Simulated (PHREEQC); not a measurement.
Solution (74 °C): 0.11 mol/kgw NH4Cl, 0.00015 mol/kgw Na2CO3 and 0.00012 mol/kgw NaCl. Closed to the air; pH follows from the charge balance.

Computed with PHREEQC (ion-association model, wateq4f.dat).

Precipitation was switched off in this run.

Task: Predict the pH.

Result: pH 5.49.

Task: In which forms is C present?

Result: CO2 83 %, HCO3- 17 % of the C.

Constants without temperature data keep their 25 °C values here.
